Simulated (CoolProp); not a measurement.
Vapour-liquid equilibrium of carbon dioxide (1) + sulfur dioxide (2) at 232.7 K; x and y are mole fractions of (1).

Computed with CoolProp (multi-fluid Helmholtz-energy mixture model, Span 1996 and Gao 2016; pair parameters Bell 2016).

Problem. Give the bubble pressure and the first vapour's composition at x = 0.05, 0.5, 0.8. Is there an azeotrope?

Solution. x = 0.05: 0.08515 MPa, y = 0.761; x = 0.5: 0.5680 MPa, y = 0.976; x = 0.8: 0.8041 MPa, y = 0.990. No azeotrope shows between x = 0.05 and 0.95.

The pair parameters rest on a limited set of measurements; away from them the model extrapolates.
